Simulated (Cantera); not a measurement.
Source: NASA polynomial tables (part measured, part estimated), evaluated in Cantera. Values are per mole of reaction as written; species without (g) are pure solids or liquids, kept so even where they would boil at 1 bar.

BF3(g) → 3 F(g) + B

| T (K) | ΔH° (kJ) | ΔS° (J/K) | ΔG° (kJ) | log10 K | condensed phases |
|---|---|---|---|---|---|
| 1873 | 1397.3 | 260.2 | 909.9 | -25.38 | B(s) |
| 1973 | 1398.4 | 260.8 | 883.9 | -23.40 | B(s) |
| 2073 | 1399.5 | 261.3 | 857.7 | -21.61 | B(s) |
| 2173 | 1400.6 | 261.8 | 831.6 | -19.99 | B(s) |
| 2273 | [?] | [?] | [?] | [?] | B(s) |
| 2373 | 1453.1 | 284.2 | 778.6 | -17.14 | B(l) |
| 2473 | 1454.3 | 284.7 | 750.2 | -15.85 | B(l) |
| 2573 | 1455.6 | 285.2 | 721.7 | -14.65 | B(l) |
| 2673 | 1456.8 | 285.7 | 693.1 | -13.54 | B(l) |
| 2773 | 1458.0 | 286.1 | 664.5 | -12.52 | B(l) |
| 2873 | [?] | [?] | [?] | [?] | B(l) |

**Question.** Complete the blanks.

**Answer.** 
- 2273, ΔH° (kJ): 1401.7
- 2273, ΔS° (J/K): 262.3
- 2273, ΔG° (kJ): 805.4
- 2273, log10 K: -18.51
- 2873, ΔH° (kJ): 1459.2
- 2873, ΔS° (J/K): 286.6
- 2873, ΔG° (kJ): 635.9
- 2873, log10 K: -11.56
